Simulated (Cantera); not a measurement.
A closed system holds: 1 mol Ta, 5.5 mol O2, 2.7 mol N2, held at 0.0203 Torr.

Method: chemical equilibrium by Gibbs-energy minimisation in Cantera with the NASA 1993 tables (ideal gas, pure condensed phases). Candidate condensed phases: Ta, Ta2O5; 12 gas species. Equilibrium is a limit: real reactors are often held back by kinetics, nucleation or transport. All values below are at 1748 K.

Base state: O2 0.601, N2 0.384, O 0.0109, NO 0.00409 (mole fractions); condensed: Ta2O5(s).

Problem. What changes in the equilibrium state with this change: Ta replaced by Nb?

Solution. 
```csv
species,before,after
O2,0.601,0.601
N2,0.384,0.384
O,0.0109,0.0109
NbO2,0,5.50e-5
NO,0.00409,0.00409
"Ta2O5(s), mol",0.500,0
"Nb2O5(s), mol",0,0.500
```
Condensed phases not in the tables: the oxides between NbO2 and Nb2O5. Further candidate phases: Nb, NbO, NbO2, Nb2O5.
